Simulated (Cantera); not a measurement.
An adiabatic, constant-volume homogeneous reactor starts with 3.94 % C3H8, 20.2 % O2, 75.9 % N2, equivalence ratio 0.98, at 1675 K and 1.00 bar.

Model: GRI-Mech 3.0 (53 species, 325 reactions), integrated in Cantera. GRI-Mech 3.0 was tuned for natural gas; its chemistry of propane as a main component is partial and can be far from experiment.

Predict: time of steepest temperature rise; temperature at 4.00 s; equilibrium temperature; x(O2) at 4.00 s.


* **time of steepest temperature rise**: 20.7 µs
* **temperature at 4.00 s**: 2970 K
* **equilibrium temperature**: 2970 K
* **x(O2) at 4.00 s**: 0.0271 (gas-phase equilibrium 0.0271)
